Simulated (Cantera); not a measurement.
Charge: 1 mol Ti(OiPr)4, 0.63 mol O2, 450 mol H2, at 1148 K and 10.0 mbar.

Cantera equilibrium calculation (NASA polynomials, part measured and part estimated; ideal gas, pure solids and liquids). Candidate condensed phases: C, C6H6, C7H8, C8H18, H2O, Ti, TiC, TiO, TiO2, Ti2O3, Ti3O5, Ti4O7; 113 gas species. The feed counts by its element totals alone. TiC: taken at fixed stoichiometry. Rates play no part.

Base state: H2 0.989, CO 0.0112, CH4 0.000233 (mole fractions); condensed: C(graphite) + TiC(s).

Task: What changes in the equilibrium state with this change: temperature from 1148 K to 2050 K?

Result: 
```csv
species,before,after
H2,0.989,0.966
H,7.12e-7,0.0223
CO,0.0112,0.0111
C2H2 (acetylene),3.67e-8,0.00103
CH4,0.000233,3.48e-6
"C(graphite), mol",5.63,4.76
"TiC(s), mol",1.00,1.000
```
